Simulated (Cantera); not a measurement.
A freely propagating, adiabatic, planar premixed flame of 20.4 % H2, 13.8 % O2, 59.4 % N2, 6.33 % H2O, equivalence ratio 0.74, unburnt at 500 K and 5.00 bar; mixture-averaged transport, grid criteria slope 0.08 and curve 0.16, no radiation.

Detailed kinetics in Cantera: the H2/O2 subset of GRI-Mech 3.0, which has no nitrogen chemistry. The hydrogen kinetics of GRI-Mech 3.0 are dated; newer H2 mechanisms differ, most at raised pressure. Burning velocities carry a grid error of a few per cent, more on coarse grids.

x: mole fraction of selected species; z is measured from the peak of heat release.

```json
[
 {"z (mm)": "-0.230", "T (K)": "500", "u (m/s)": "1.14", "x H2": "0.201", "x O2": "0.139", "x H2O": "0.0636", "x HO2": "1.09e-7", "x O": "<1e-8", "x H": "<1e-8"},
 {"z (mm)": "-0.153", "T (K)": "502", "u (m/s)": "1.13", "x H2": "0.196", "x O2": "0.140", "x H2O": "0.0642", "x HO2": "7.12e-7", "x O": "<1e-8", "x H": "<1e-8"},
 {"z (mm)": "-0.115", "T (K)": "508", "u (m/s)": "1.14", "x H2": "0.186", "x O2": "0.141", "x H2O": "0.0656", "x HO2": "4.32e-6", "x O": "<1e-8", "x H": "<1e-8"},
 {"z (mm)": "-0.0766", "T (K)": "541", "u (m/s)": "1.18", "x H2": "0.163", "x O2": "0.144", "x H2O": "0.0716", "x HO2": "4.19e-5", "x O": "5.37e-8", "x H": "<1e-8"},
 {"z (mm)": "-0.0383", "T (K)": "762", "u (m/s)": "1.60", "x H2": "0.111", "x O2": "0.138", "x H2O": "0.106", "x HO2": "0.000558", "x O": "8.47e-6", "x H": "1.21e-5"},
 {"z (mm)": "-0.0191", "T (K)": "(withheld)", "u (m/s)": "2.23", "x H2": "(withheld)", "x O2": "(withheld)", "x H2O": "(withheld)", "x HO2": "(withheld)", "x O": "(withheld)", "x H": "(withheld)"},
 {"z (mm)": "0", "T (K)": "1412", "u (m/s)": "2.90", "x H2": "0.0410", "x O2": "0.0879", "x H2O": "0.210", "x HO2": "0.000350", "x O": "0.00113", "x H": "0.00228"},
 {"z (mm)": "0.0191", "T (K)": "1626", "u (m/s)": "3.34", "x H2": "0.0198", "x O2": "0.0652", "x H2O": "0.247", "x HO2": "0.000178", "x O": "0.00196", "x H": "0.00320"},
 {"z (mm)": "0.0383", "T (K)": "1743", "u (m/s)": "3.58", "x H2": "0.0107", "x O2": "0.0544", "x H2O": "0.265", "x HO2": "0.000105", "x O": "0.00202", "x H": "0.00261"},
 {"z (mm)": "0.0766", "T (K)": "1850", "u (m/s)": "3.79", "x H2": "0.00480", "x O2": "0.0479", "x H2O": "0.277", "x HO2": "4.88e-5", "x O": "0.00134", "x H": "0.00118"},
 {"z (mm)": "0.153", "T (K)": "1913", "u (m/s)": "3.91", "x H2": "0.00185", "x O2": "0.0458", "x H2O": "0.284", "x HO2": "1.81e-5", "x O": "0.000540", "x H": "0.000286"},
 {"z (mm)": "0.306", "T (K)": "1939", "u (m/s)": "3.96", "x H2": "(withheld)", "x O2": "0.0454", "x H2O": "0.287", "x HO2": "(withheld)", "x O": "(withheld)", "x H": "(withheld)"},
 {"z (mm)": "0.613", "T (K)": "1947", "u (m/s)": "3.97", "x H2": "0.000196", "x O2": "0.0455", "x H2O": "0.289", "x HO2": "2.49e-6", "x O": "6.63e-5", "x H": "1.11e-5"}
]
```

Q: Complete the blanks.

A: 
- -0.0191, T (K): 1080
- -0.0191, x H2: 0.0747
- -0.0191, x O2: 0.117
- -0.0191, x H2O: 0.154
- -0.0191, x HO2: 0.000675
- -0.0191, x O: 0.000199
- -0.0191, x H: 0.000497
- 0.306, x H2: 0.000574
- 0.306, x HO2: 5.84e-6
- 0.306, x O: 0.000174
- 0.306, x H: 5.06e-5
